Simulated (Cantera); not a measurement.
What does this Cantera script print?

```python
import numpy as np
import cantera as ct

gas_names = """
    CL CLO CL2 H HCL HOCL HO2 H2 H2O H2O2 O OH O2 O3 Si SiCL SiCL2 SiCL3 SiCL4 SiH SiHCL3 SiH2 SiH2CL2
    SiH3 SiH3CL SiH4 SiO SiO2 Si2 Si3
""".split()
cond_names = """
    H2O(s) H2O(L) Si(cr) Si(L) SiO2(Lqz) SiO2(hqz) SiO2(L)
""".split()


# ... load() reads the species with a 1 bar reference pressure and builds the phases ...
atoms = {
    'SiO2': {'Si': 1, 'O': 2},
    'HCl': {'H': 1, 'CL': 1},
    'H2': {'H': 2},
}
top_T = {}  # K; cautious upper limits of use, not melting points


# ... equilibrate(T, P, feed) seeds the gas with the atoms and calls Mixture.equilibrate('TP', solver="vcs", rtol=1e-11, max_steps=5000) ...
results = []
feed = {'SiO2': 1, 'HCl': 1.7, 'H2': 0.23}  # mol
T = 1298  # K
P = 85  # Pa
mix = equilibrate(T, P, feed)
results.append((T, P, feed, dict(zip(mix.species_names, mix.species_moles))))
print(gas.report(threshold=0.001))
for i in range(1, mix.n_phases):
    print(f"{mix.phase(i).name:16s} {mix.phase_moles(i):12.5e} mol")
```

Result:

```
       temperature   1298 K
          pressure   85 Pa
           density   0.00025483 kg/m^3
  mean mol. weight   32.355 kg/kmol
   phase of matter   gas

                          1 kg             1 kmol
                     ---------------   ---------------
          enthalpy       -1.5668e+06       -5.0694e+07  J
   internal energy       -1.9004e+06       -6.1487e+07  J
           entropy            8851.7        2.8639e+05  J/K
    Gibbs function       -1.3056e+07       -4.2243e+08  J
 heat capacity c_p            1019.3             32978  J/K
 heat capacity c_v             762.3             24664  J/K

                      mass frac. Y      mole frac. X     chem. pot. / RT
                     ---------------   ---------------   ---------------
               HCL           0.99231           0.88062            -40.73
                H2         0.0074267           0.11919           -27.389
     [  +28 minor]        0.00026247        0.00018629

Si(cr)            0.00000e+00 mol
SiO2(hqz)         9.99936e-01 mol
```

Method: chemical equilibrium by Gibbs-energy minimisation in Cantera with the NASA 1993 tables (ideal gas, pure condensed phases). The tables hold silica as quartz up to 1696 K and as liquid above; real silica turns to tridymite and cristobalite and melts near 1996 K.
